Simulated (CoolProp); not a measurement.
Vapour-liquid equilibrium of toluene (1) + n-octane (2) at 84.75 °C; x and y are mole fractions of (1).

Computed with CoolProp (multi-fluid Helmholtz-energy mixture model, Lemmon 2006 and Beckmüller 2019; pair parameters Bell 2016).

| x | bubble pressure (kPa) | y at the bubble point | dew pressure at overall composition x (kPa) | liquid density (mol/L) |
|---|---|---|---|---|
| 0.05 | 29.40 | 0.100 | 28.57 | … |
| 0.15 | 32.36 | 0.264 | 30.26 | 5.998 |
| 0.25 | … | … | 32.10 | 6.232 |
| 0.35 | 37.23 | 0.495 | 34.10 | 6.484 |
| 0.45 | 39.19 | 0.583 | 36.23 | 6.756 |
| 0.55 | … | 0.662 | 38.45 | 7.050 |
| 0.65 | … | … | … | 7.370 |
| 0.75 | 43.57 | … | 42.62 | 7.718 |
| 0.85 | 44.59 | 0.878 | 44.22 | 8.099 |
| 0.95 | 45.38 | 0.957 | 45.32 | 8.515 |

What belongs in the gaps?


- 0.05, liquid density (mol/L): 5.780
- 0.25, bubble pressure (kPa): 34.96
- 0.25, y at the bubble point: 0.391
- 0.55, bubble pressure (kPa): 40.88
- 0.65, bubble pressure (kPa): 42.33
- 0.65, y at the bubble point: 0.734
- 0.65, dew pressure at overall composition x (kPa): 40.63
- 0.75, y at the bubble point: 0.805

No azeotrope shows between x = 0.05 and 0.95.

Pair parameters are fitted to limited data, so mixtures are less certain than the pure fluids.
